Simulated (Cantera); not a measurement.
## Reactions in the system H-Nb-O

Cantera with NASA thermochemical tables; ideal gases at 1 bar, condensed phases pure. Values are per mole of reaction as written; species without (g) are pure solids or liquids, kept so even where they would boil at 1 bar.

2 H₂O₂(g) + Nb ⇌ 2 H₂O(g) + NbO₂

```
T (K)  ΔH° (kJ)  ΔS° (J/K)  ΔG° (kJ)  log10 K  condensed phases
-----  --------  ---------  --------  -------  ----------------
1573     -985.7      -47.9    -910.4    30.23    Nb(s), NbO₂(s)
1723     -984.5      -47.2    -903.3    27.38    Nb(s), NbO₂(s)
1873     -983.5      -46.6    -896.2    24.99    Nb(s), NbO₂(s)
2023     -982.6      -46.2    -889.3    22.96    Nb(s), NbO₂(s)
2173     -982.0      -45.8    -882.4    21.21    Nb(s), NbO₂(s)
2323     -887.8       -2.6    -881.8    19.83    Nb(s), NbO₂(l)
2473     -886.0       -1.8    -881.5    18.62    Nb(s), NbO₂(l)
2623     -884.4       -1.2    -881.3    17.55    Nb(s), NbO₂(l)
2773     -909.9      -10.5    -880.9    16.59    Nb(l), NbO₂(l)
```
